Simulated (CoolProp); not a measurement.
The fluid at 298.15 K and 0.196 MPa (gas) is heated at constant pressure to 365.2 K. The same conditions are run with several fluids, on thermodynamics alone (safety and materials aside).

Values from CoolProp's reference Helmholtz-energy equation of state of each fluid (chlorine: Thol 2021; propane: Lemmon 2009; R507A: Lemmon 2003; CH3F (R41): Lemmon 2006; carbon dioxide: Span 1996). Blends and air are pseudo-pure fits.

| fluid | heat (kJ/kg) | final density (kg/m³) |
|---|---|---|
| chlorine | … | … |
| propane | … | 2.89 |
| R507A | … | … |
| CH3F (R41) | … | 2.22 |
| carbon dioxide | … | … |

**Question.** What belongs in the gaps?

**Answer.** 
- chlorine, heat (kJ/kg): 33.7
- chlorine, final density (kg/m³): 4.64
- propane, heat (kJ/kg): 124
- R507A, heat (kJ/kg): 62.7
- R507A, final density (kg/m³): 6.48
- CH3F (R41), heat (kJ/kg): 79.3
- carbon dioxide, heat (kJ/kg): 59.5
- carbon dioxide, final density (kg/m³): 2.85
